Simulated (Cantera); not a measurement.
Source: NASA polynomial tables (part measured, part estimated), evaluated in Cantera. Values are per mole of reaction as written; species without (g) are pure solids or liquids, kept so even where they would boil at 1 bar.

Li(g) + HCl(g) = LiCl + H(g), with ΔH° = -257.2 kJ and ΔS° = -151.5 J/K at 300 K.

Q: How far is the shortcut ΔG° ≈ ΔH°(300 K) − T·ΔS°(300 K) from the full temperature-dependent value at 1525, 1550, 1575, 1600, 1625, 1650, 1675, 1700, 1725, 1750 K?

A: 
```csv
T (K),shortcut (kJ),full (kJ),difference (kJ),difference in log10 K,condensed phases
1525,-26.1,-72.0,45.8,-1.57,LiCl(l)
1550,-22.3,-69.8,47.5,-1.60,LiCl(l)
1575,-18.5,-67.7,49.1,-1.63,LiCl(l)
1600,-14.7,-65.5,50.8,-1.66,LiCl(l)
1625,-11.0,-63.4,52.4,-1.69,LiCl(l)
1650,-7.2,-61.3,54.1,-1.71,LiCl(l)
1675,-3.4,-59.2,55.8,-1.74,LiCl(l)
1700,0.4,-57.1,57.5,-1.77,LiCl(l)
1725,4.2,-55.0,59.2,-1.79,LiCl(l)
1750,8.0,-52.9,60.9,-1.82,LiCl(l)
```
The shortcut ignores heat capacities and the phase changes listed.
